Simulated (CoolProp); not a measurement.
Values from CoolProp's reference Helmholtz-energy equation of state, Fiedler 2023.

**Question.** Give the vapour pressure (MPa), liquid density (kg/m³), liquid cp (kJ/(kg K)) of saturated tetrahydrofuran at 359.6 K.

**Answer.** 
```csv
T (K),p (MPa),liquid density (kg/m³),liquid cp (kJ/(kg K))
359.6,0.189,811,1.97
```
